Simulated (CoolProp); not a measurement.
Vapour-liquid equilibrium of ethane (1) + C2F6 (R116) (2) at 1.5 MPa; x and y are mole fractions of (1).

Values from CoolProp's multi-fluid Helmholtz-energy mixture model, Bücker 2006 and Lemmon 2006; pair parameters Bell 2016.

```csv
x,bubble temperature (K),y at the bubble point,dew temperature at overall composition x (K),liquid density (mol/L)
0.05,…,0.095,264.1,8.963
0.125,259.0,0.222,261.9,9.327
0.2,…,0.329,259.6,9.678
0.275,253.2,0.415,257.4,10.02
0.35,251.3,0.483,255.1,10.35
0.425,250.0,…,252.9,10.70
0.5,249.1,0.582,250.9,11.06
0.575,248.6,0.621,249.3,11.47
0.65,248.4,0.658,248.4,11.92
0.725,248.5,0.697,248.7,12.42
0.8,249.0,0.743,250.0,12.98
0.875,250.1,0.806,251.7,13.59
0.95,252.4,0.903,253.7,14.20
```

**Question.** What belongs in the gaps?

**Answer.** 
- 0.05, bubble temperature (K): 262.8
- 0.2, bubble temperature (K): 255.8
- 0.425, y at the bubble point: 0.538

y crosses x between x = 0.65 and 0.725: the model has an azeotrope there.

Pair parameters are fitted to limited data, so mixtures are less certain than the pure fluids.
